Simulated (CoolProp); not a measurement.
Vapour-liquid equilibrium of ethane (1) + C2F6 (R116) (2) at -36.85 °C; x and y are mole fractions of (1).

The numbers come from the multi-fluid Helmholtz-energy mixture model, Bücker 2006 and Lemmon 2006; pair parameters Bell 2016 in CoolProp.

```tsv
x	bubble pressure, mixture model (bar)	bubble pressure, Raoult's law (bar)	y, mixture model	y, Raoult's law
0.05	6.727	6.171	…	0.070
0.125	…	6.364	0.275	0.169
0.2	8.507	6.556	0.381	0.263
0.275	9.168	6.748	0.459	0.351
0.35	9.667	6.941	0.518	0.434
0.425	10.02	7.133	0.563	0.513
0.5	10.25	7.325	…	0.588
0.575	10.39	7.518	0.632	0.658
0.65	…	7.710	…	0.726
0.725	10.43	7.902	0.695	0.790
0.8	10.31	8.095	0.736	0.851
0.875	…	8.287	…	0.909
0.95	9.353	8.479	0.891	0.964
```

Question: Complete the blanks.

Answer: 
- 0.05, y, mixture model: 0.128
- 0.125, bubble pressure, mixture model (bar): 7.684
- 0.5, y, mixture model: 0.600
- 0.65, bubble pressure, mixture model (bar): 10.45
- 0.65, y, mixture model: 0.662
- 0.875, bubble pressure, mixture model (bar): 9.998
- 0.875, y, mixture model: 0.794

The largest gap from Raoult's law is +40.5 % in bubble pressure, at x = 0.425. y crosses x between x = 0.65 and 0.725: the model has an azeotrope there.

Pair parameters are fitted to limited data, so mixtures are less certain than the pure fluids.
